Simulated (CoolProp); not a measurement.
Properties of ethylene along the isotherm 322.1 K.

Model: reference Helmholtz-energy equation of state, Smukala 2000, in CoolProp.

| p (MPa) | phase | cv (kJ/(kg K)) | speed of sound (m/s) | isothermal compressibility (1/MPa) | fugacity coefficient |
|---|---|---|---|---|---|
| 2.29 | gas | 1.363 | 319.5 | 0.4927 | 0.9008 |
| 4.58 | gas | 1.429 | 296.3 | 0.2937 | 0.8059 |
| 6.88 | supercritical | 1.515 | 277.7 | 0.2505 | 0.7145 |
| 9.17 | supercritical | 1.574 | 290.6 | 0.1909 | 0.6292 |
| 11.5 | supercritical | 1.551 | 358.3 | 0.08328 | 0.5575 |
| 13.8 | supercritical | 1.528 | 430.5 | 0.04327 | 0.5055 |
| 16 | supercritical | 1.516 | 489.5 | 0.02825 | 0.4689 |
| 18.3 | supercritical | 1.511 | 542.3 | 0.02038 | 0.4403 |
| 20.6 | supercritical | 1.508 | 588.4 | 0.01583 | 0.4187 |
| 22.9 | supercritical | 1.508 | 629.5 | 0.01290 | 0.4022 |
| 25.2 | supercritical | 1.509 | 666.7 | 0.01087 | 0.3895 |
